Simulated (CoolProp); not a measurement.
Vapour pressure (bar) of dimethyl carbonate: the reference equation beside estimates from Tc = 557.0 K, pc = 49.09 bar, ω = 0.346. Clausius-Clapeyron is anchored at 367.4 K with a constant enthalpy of vaporisation of 33.58 kJ/mol.

The numbers come from the reference Helmholtz-energy equation of state, Zhou 2011 in CoolProp.

| T (K) | reference | Lee-Kesler | Clausius-Clapeyron | Redlich-Kwong | Peng-Robinson |
|---|---|---|---|---|---|
| 349.9 | 0.6493 | 0.6302 | 0.6661 | 1.602 | 0.6443 |
| 367.4 | 1.154 | 1.137 | 1.154 | 2.545 | 1.147 |
| 384.9 | 1.929 | 1.924 | 1.903 | 3.846 | 1.924 |
| 402.4 | 3.062 | 3.083 | 3.003 | 5.571 | 3.065 |
| 419.9 | 4.649 | 4.715 | 4.562 | 7.788 | 4.674 |
| 437.5 | 6.814 | 6.943 | 6.717 | 10.58 | 6.883 |
| 455 | 9.653 | 9.861 | 9.579 | 13.98 | 9.796 |
| 472.5 | 13.31 | 13.61 | 13.31 | 18.06 | 13.56 |
| 490 | 17.94 | 18.33 | 18.06 | 22.87 | 18.33 |
| 507.5 | 23.73 | 24.20 | 23.99 | 28.48 | 24.28 |
| 525 | 30.91 | 31.42 | 31.28 | 34.94 | 31.58 |
| 542.6 | 39.91 | 40.33 | 40.14 | 42.33 | 40.48 |

Absolute difference from the reference over all 12 rows, mean and median: Lee-Kesler 1.7 and 1.8 %, Clausius-Clapeyron 1.1 and 1.1 %, Redlich-Kwong 59.9 and 50.0 %, Peng-Robinson 1.2 and 1.2 %.
